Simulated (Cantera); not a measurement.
**Ignition delay**

Mixture: C2H4 : O2 : N2 : H2O = 1 : 1.76 : 6.64 : 0.5 (molar parts), at 4.93 atm, adiabatic and at constant volume. Ignition delay is the time to a rise of 400 K.

Detailed kinetics in Cantera: GRI-Mech 3.0 (53 species, 325 reactions). GRI-Mech 3.0 was tuned for natural gas; its chemistry of ethylene as a main component is partial and can be far from experiment.

```csv
T0 (K),delay (ms)
1400,0.0161
1475,0.00817
1550,0.00517
1625,0.00366
1700,0.00277
```

- apparent activation energy between 1550 and 1700 K = 91 kJ/mol
